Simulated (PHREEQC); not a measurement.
A made-up water analysis in mmol/kgw, 25 °C, pH 3.23, pe 12.8: Na 0.731; K 5.61; Ca 4.8; Mg 0.351; Cl 3.9; S(6) 7; Pb 0.251; Zn 0.0136; Cd 0.142; Al 0.201; Cu(2) 0.163.

Valence states are taken as typed.

The numbers come from PHREEQC with the ion-association model, wateq4f.dat.

Q: The ionic strength comes out as 0.0245 mol/kgw. What activity coefficients do Zn+2, Mg+2, PbCl+, Pb+2, KSO4- get?

A: Zn+2 0.57, Mg+2 0.57, PbCl+ 0.86, Pb+2 0.55, KSO4- 0.87.

This is a speciation only: nothing precipitates in the calculation. Examples of supersaturated solids here: Anglesite. Others may be too.
